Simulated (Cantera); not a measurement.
Charge: 1 mol TiCl4, 0.068 mol C3H8, held at 1750 K and 0.0220 bar.

Method: chemical equilibrium by Gibbs-energy minimisation in Cantera with the NASA 1993 tables (ideal gas, pure condensed phases). Candidate condensed phases: C, C6H6, C7H8, C8H18, Ti, TiC, TiCl2, TiCl3, TiCl4; 96 gas species. The tables' values for TiCl2 are old estimates; treat these amounts as uncertain. Equilibrium is a limit: real reactors are often held back by kinetics, nucleation or transport.

Base state: TiCl3 0.351, HCl 0.346, TiCl4 0.291, Cl 0.00902, H2 0.00214, TiCl2 0.00200, H 7.26e-5, Cl2 2.91e-5 (mole fractions); condensed: C(graphite).

Problem. What changes in the equilibrium state with this change: 1.4 mol HCl added?

Solution. 
```tsv
species	before	after
HCl	0.346	0.645
TiCl3	0.351	0.179
TiCl4	0.291	0.159
H2	0.00214	0.00652
TiCl2	0.00200	0.000952
C(graphite), mol	0.204	0.204
```

Problem. What changes in the equilibrium state with this change: C3H8 from 0.068 to 0.54 mol?

Solution. 
```json
[
 {"species": "HCl", "before": "0.346", "after": "0.696"},
 {"species": "H2", "before": "0.00214", "after": "0.200"},
 {"species": "TiCl3", "before": "0.351", "after": "0.0846"},
 {"species": "TiCl4", "before": "0.291", "after": "0.0146"},
 {"species": "C2H2 (acetylene)", "before": "2.46e-7", "after": "2.29e-5"},
 {"species": "Cl2", "before": "2.91e-5", "after": "1.27e-6"},
 {"species": "H", "before": "7.26e-5", "after": "0.000701"},
 {"species": "Cl", "before": "0.00902", "after": "0.00188"},
 {"species": "C(graphite), mol", "before": "0.204", "after": "1.02"},
 {"species": "TiC(s), mol", "before": "0", "after": "0.600"}
]
```
TiC: taken at fixed stoichiometry.
